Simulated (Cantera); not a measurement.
An adiabatic, constant-pressure homogeneous reactor starts with 47.6 % H₂, 9.90 % O₂, 37.3 % N₂, 5.24 % H₂O, equivalence ratio 2.4, at 1298 K and 1.00 bar.

Cantera simulation using the H2/O2 subset of GRI-Mech 3.0, which has no nitrogen chemistry; the numbers are that mechanism's predictions, not measurements.

x: mole fraction; the columns are a selection and need not sum to one.

| t (s) | T (K) | x H₂ | x O₂ | x H₂O | x OH | x O |
|---|---|---|---|---|---|---|
| 5.00e-6 | 1298 | 0.476 | 0.0990 | 0.0524 | 1.05e-8 | 1.62e-8 |
| 1.29e-5 | 1298 | 0.476 | 0.0990 | 0.0524 | 3.16e-7 | 4.88e-7 |
| 3.35e-5 | 1411 | 0.398 | 0.0684 | 0.110 | 0.00216 | 0.00255 |
| 8.65e-5 | ___ | 0.270 | ___ | 0.255 | ___ | ___ |
| 0.000224 | 2443 | 0.289 | 0.000180 | 0.265 | 0.00602 | 0.000469 |
| 0.000579 | 2542 | 0.297 | ___ | 0.270 | ___ | ___ |
| 0.00150 | 2558 | 0.298 | 5.14e-5 | 0.271 | 0.00357 | 0.000138 |
| 0.00387 | 2558 | 0.298 | 5.12e-5 | 0.271 | 0.00356 | 0.000138 |
| 0.0100 | 2558 | 0.298 | 5.12e-5 | 0.271 | 0.00356 | 0.000138 |
| 0.0259 | 2558 | 0.298 | 5.12e-5 | 0.271 | 0.00356 | 0.000138 |
| 0.0670 | 2558 | 0.298 | 5.12e-5 | 0.271 | 0.00356 | 0.000138 |
| 0.173 | 2558 | 0.298 | 5.12e-5 | 0.271 | 0.00356 | 0.000138 |
| 0.448 | 2558 | 0.298 | 5.12e-5 | 0.271 | 0.00356 | 0.000138 |
| 1.16 | 2558 | 0.298 | 5.12e-5 | 0.271 | 0.00356 | 0.000138 |
| 3.00 | 2558 | 0.298 | 5.12e-5 | 0.271 | 0.00356 | 0.000138 |

Task: What belongs in the gaps?

Result: 
- 8.65e-5, T (K): 2205
- 8.65e-5, x O₂: 0.000621
- 8.65e-5, x OH: 0.00891
- 8.65e-5, x O: 0.00155
- 0.000579, x O₂: 6.52e-5
- 0.000579, x OH: 0.00396
- 0.000579, x O: 0.000174
